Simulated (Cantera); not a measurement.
Charge: 1 mol HI, 0.56 mol H2, at 2000000 Pa.

Equilibrium computed with Cantera from the NASA thermochemical tables; the gas is ideal and each condensed phase is pure. Candidate condensed phases: I2; 10 gas species. Ions and electrons are included (thermal ionisation). The numbers say what is thermodynamically allowed, not how fast it happens. All values below are at 4000 K.

Base state: I 0.399, H2 0.345, H 0.209, HI 0.0455, I2 0.000783 (mole fractions); condensed: gas only.

Task: What changes in the equilibrium state with this change: HI replaced by CO2?

Result: 
```json
[
 {"species": "CO", "before": "0", "after": "0.408"},
 {"species": "H2O", "before": "0", "after": "0.119"},
 {"species": "OH", "before": "0", "after": "0.0987"},
 {"species": "I", "before": "0.399", "after": "0"},
 {"species": "H2", "before": "0.345", "after": "0.0633"},
 {"species": "CO2", "before": "0", "after": "0.0863"},
 {"species": "O", "before": "0", "after": "0.0785"},
 {"species": "O2", "before": "0", "after": "0.0557"},
 {"species": "HI", "before": "0.0455", "after": "0"},
 {"species": "H", "before": "0.209", "after": "0.0897"},
 {"species": "I2", "before": "0.000783", "after": "0"},
 {"species": "HO2", "before": "0", "after": "0.000143"},
 {"species": "HCO", "before": "0", "after": "2.60e-5"}
]
```
Further candidate phases: C, C6H6, C7H8, C8H18, H2O.
